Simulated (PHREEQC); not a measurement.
0.024 g of hydrous ferric oxide (600 m²/g; 0.2 weak and 0.005 strong sites per Fe, Dzombak-Morel constants, diffuse double layer) in 1 kg of water with 0.001 mol/kgw of an inert sodium salt and 1.3e-06 mol/kgw NaF, 5.5e-06 mol/kgw H3BO3 and 4.6e-06 mol/kgw MnCl2, at 25 °C; the pH is set by adding NaOH or the inert anion's acid. No oxygen is let in. The system is closed to CO2. Precipitation was switched off in this run.

The series has 17 steps of pH, from 3 to 9.

Computed with PHREEQC (ion-association model, wateq4f.dat).

Near which pH is half of the F sorbed, and on which side is more sorbed?

Near pH 5.1, with more sorbed at lower pH.

Near which pH is half of the Mn sorbed, and on which side is more sorbed?

Near pH 7.9, with more sorbed at higher pH.

Real BF4- forms and hydrolyses slowly; the run takes it at equilibrium. The oxide is taken as insoluble; below pH 4 it would dissolve.
